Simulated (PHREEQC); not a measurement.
Consider water at 25 °C with 0.014 mol CsBr, 0.0092 mol RbOH, 0.00026 mol LiNO3 and 0.0097 mol CaBr2 per kg of water. Closed to the air; pH follows from the charge balance.

All values are PHREEQC results (ion-association model, wateq4f.dat), not measurements.

Precipitation was switched off in this run.

### Question
Predict the pH.

### Answer
pH 11.84.

### Question
In which forms is Ca present?

### Answer
Ca+2 94 %, CaOH+ 6.1 % of the Ca.
